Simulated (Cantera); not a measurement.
## Equilibrium for chlorosilane synthesis and conversion: SiCl₄ + HCl + H₂

Input: 1 mol SiCl₄, 3.3 mol HCl, 6.5 mol H₂, at 1098.15 K and 100 Torr.

Equilibrium computed with Cantera from the NASA thermochemical tables; the gas is ideal and each condensed phase is pure. Candidate condensed phases: Si; 19 gas species. The tables' values for SiCl₃ are old estimates; treat these amounts as uncertain. The numbers say what is thermodynamically allowed, not how fast it happens.

| Quantity | Result |
|---|---|
| x(H₂) | 0.599 |
| x(HCl) | 0.309 |
| x(SiCl₄) | 0.0895 |
| x(SiHCl₃) | 0.00253 |
| x(SiCl₃) | 0.000491 |
| x(SiCl₂) | 3.78e-5 |
| x(SiH₂Cl₂) | 8.56e-6 |
| gas amount | 10.80 mol |
| log10 activity of Si(s) (absent) | -3.93 |
